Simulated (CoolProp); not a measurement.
Aqueous calcium chloride as a coolant, at 25 °C, 1 atm.

The numbers come from the Melinder's fits for secondary coolants in CoolProp.

```
mass %  freezing point (°C)  conductivity (W/(m K))  cp (kJ/(kg K))  Prandtl number  density (kg/m³)
------  -------------------  ----------------------  --------------  --------------  ---------------
3.1                    -1.4                   0.603           3.999            6.44             1022
5.7                    -2.8                       …           3.855            6.65             1045
8.4                    -4.5                   0.597               …            6.89             1070
11.1                   -6.8                   0.593               …            7.19             1095
13.7                   -9.5                   0.590               …            7.59             1120
16.4                  -12.8                   0.587           3.286            8.15             1145
19.1                  -16.8                   0.583           3.161            8.91             1170
21.7                  -21.4                   0.580           3.054            9.87             1195
24.4                      …                   0.576           2.956            11.2             1221
27.1                  -35.6                   0.572           2.871            12.9             1248
29.7                      …                   0.568           2.793            15.0             1275
```

**Question.** Some entries are withheld; supply them.

**Answer.** 
- 5.7, conductivity (W/(m K)): 0.600
- 8.4, cp (kJ/(kg K)): 3.706
- 11.1, cp (kJ/(kg K)): 3.560
- 13.7, cp (kJ/(kg K)): 3.422
- 24.4, freezing point (°C): -27.4
- 29.7, freezing point (°C): -46.5
